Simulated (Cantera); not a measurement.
An isothermal, constant-pressure homogeneous reactor starts with 39.9 % CH₄, 15.6 % CO₂, 43.9 % H₂, 0.678 % H₂O, at 1650 K and 0.150 bar.

Cantera simulation using GRI-Mech 3.0 (53 species, 325 reactions); the numbers are that mechanism's predictions, not measurements. GRI-Mech 3.0 stops at C3 and has no aromatics, soot or wall deposition, so with more carbon than oxygen in the feed, carbon stays in small species such as C2H2 where larger ones or solid carbon would form.

### Question
Predict: x(CH₄) at 20.0 s; x(CO₂) at 20.0 s; x(H₂) at 20.0 s; x(OH) at 20.0 s.

### Answer
```
Property                                            Result
----------------  ----------------------------------------
x(CH₄) at 20.0 s   0.00611 (gas-phase equilibrium 0.00480)
x(CO₂) at 20.0 s  0.000378 (gas-phase equilibrium 2.63e-8)
x(H₂) at 20.0 s        0.712 (gas-phase equilibrium 0.717)
x(OH) at 20.0 s   5.38e-8 (gas-phase equilibrium 3.72e-12)
```
